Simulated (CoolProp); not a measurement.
Chlorine along the isobar 5.1 bar: density (kg/m³) from the reference equation and from simpler models built on Tc = 143.7 °C, pc = 76.42 bar, ω = 0.070; each cubic takes its own stable root.

Computed with CoolProp (reference Helmholtz-energy equation of state, Thol 2021).

```csv
T (°C),phase,reference,van der Waals,Redlich-Kwong,Soave-Redlich-Kwong
-54.75,liquid,1621,1012,1500,1492
-37.15,liquid,1573,985.5,1457,1452
-19.55,liquid,1524,18.37,1410,1408
-1.95,liquid,1474,17.00,1359,1360
15.65,gas,16.29,15.83,16.14,16.15
33.25,gas,15.12,14.82,15.04,15.05
50.85,gas,14.14,13.94,14.10,14.11
68.45,gas,13.29,13.16,13.28,13.29
86.05,gas,12.55,12.47,12.56,12.56
103.65,gas,11.90,11.85,11.91,11.92
```

At some of these states van der Waals gives the other phase, because its saturation line lies elsewhere.
